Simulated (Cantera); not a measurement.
**Hydrocarbon pyrolysis for carbon deposition**

An isothermal, constant-pressure homogeneous reactor starts with 2.50 % C2H6, 97.5 % N2, at 1325 K and 0.750 bar.

Cantera simulation using GRI-Mech 3.0 (53 species, 325 reactions); the numbers are that mechanism's predictions, not measurements. GRI-Mech 3.0 stops at C3 and has no aromatics, soot or wall deposition, so with more carbon than oxygen in the feed, carbon stays in small species such as C2H2 where larger ones or solid carbon would form.

```csv
t (s),x C2H6,x C2H4,x C2H,x CH3,x CH4,x H,x C2H2
8.00e-5,0.0249,5.91e-5,<1e-12,6.14e-5,1.47e-5,2.00e-6,1.25e-8
0.000247,0.0241,0.000741,8.26e-12,0.000114,0.000102,5.38e-6,2.24e-6
0.000763,0.0210,0.00348,5.80e-11,0.000118,0.000476,6.35e-6,5.66e-5
0.00235,0.0130,0.0101,2.53e-10,9.13e-5,0.00161,7.64e-6,0.000639
0.00727,0.00251,0.0159,8.05e-10,3.60e-5,0.00357,7.92e-6,0.00415
0.0224,0.000144,0.0124,5.05e-10,7.80e-6,0.00415,2.82e-6,0.00962
0.0693,1.30e-5,0.00876,2.10e-10,2.35e-6,0.00421,9.56e-7,0.0132
0.214,4.40e-6,0.00540,1.56e-10,1.42e-6,0.00423,6.24e-7,0.0165
0.660,1.95e-6,0.00227,1.36e-10,1.06e-6,0.00425,4.95e-7,0.0196
2.04,1.19e-6,0.00129,1.22e-10,9.10e-7,0.00427,4.33e-7,0.0205
6.29,1.17e-6,0.00126,1.20e-10,9.13e-7,0.00433,4.29e-7,0.0205
19.4,1.18e-6,0.00125,1.18e-10,9.35e-7,0.00449,4.21e-7,0.0204
60.0,1.22e-6,0.00122,1.14e-10,9.86e-7,0.00487,4.03e-7,0.0203
```
x: mole fraction; the columns are a selection and need not sum to one.

Equilibrium at this temperature and pressure: C2H6 4.87e-7, C2H4 0.000395, C2H 3.12e-11, CH3 6.65e-7, CH4 0.00363, H 3.89e-7, C2H2 0.00613 (gas phase only).
